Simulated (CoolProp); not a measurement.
Properties of oxygen at several states.

Values from CoolProp's reference Helmholtz-energy equation of state, Schmidt 1985. Above 300 K oxygen's equation is extrapolated.

| T (°C) | p (bar) | phase | density (kg/m³) | isothermal compressibility (1/MPa) | expansivity (1/kK) | conductivity (mW/(m K)) |
|---|---|---|---|---|---|---|
| 188.05 | 0.676 | gas | 0.5641 | 14.79 | 2.169 | … |
| -5.95 | 0.837 | gas | 1.207 | 11.96 | 3.756 | … |
| 59.65 | 1.4 | gas | 1.620 | 7.146 | 3.014 | 29.0 |
| -185.65 | 262 | liquid | … | … | … | … |
| 112.85 | 0.12 | gas | 0.1196 | 83.33 | 2.591 | … |

### Question
What belongs in the gaps?

### Answer

- 188.05, conductivity (mW/(m K)): 38.4
- -5.95, conductivity (mW/(m K)): 23.9
- -185.65, density (kg/m³): 1201
- -185.65, isothermal compressibility (1/MPa): 0.001293
- -185.65, expansivity (1/kK): 3.347
- -185.65, conductivity (mW/(m K)): 172
- 112.85, conductivity (mW/(m K)): 33.0

Thermal conductivity comes from a separate model (Lemmon 2004).
